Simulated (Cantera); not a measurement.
Input: 1 mol SiO₂, 1.5 mol CH₄, 6.1 mol N₂, at 1125 °C and 0.0133 bar.

Equilibrium computed with Cantera from the NASA thermochemical tables; the gas is ideal and each condensed phase is pure. Candidate condensed phases: C, C₆H₆, C₇H₈, C₈H₁₈, H₂O, Si, SiC, SiO₂, Si₂N₂O, Si₃N₄; 151 gas species. N₂ is the only nitrogen source here; it is nearly inert below about 1500 K, so the nitride shown seldom forms there in practice. Rates play no part.

Task: What is the equilibrium state?

Result: 
| Item | Result |
|---|---|
| x(N₂) | 0.554 |
| x(H₂) | 0.297 |
| x(CO) | 0.148 |
| x(HCN) | 3.09e-5 |
| x(SiO) | 2.90e-5 |
| x(H) | 2.24e-5 |
| x(H₂O) | 1.43e-5 |
| x(CO₂) | 3.30e-6 |
| n(Si₂N₂O(s)) | 0.500 mol |
| gas amount | 10.10 mol |
| log10 activity of C(graphite) (absent) | -0.81 |
| log10 activity of Si(s) (absent) | -3.93 |
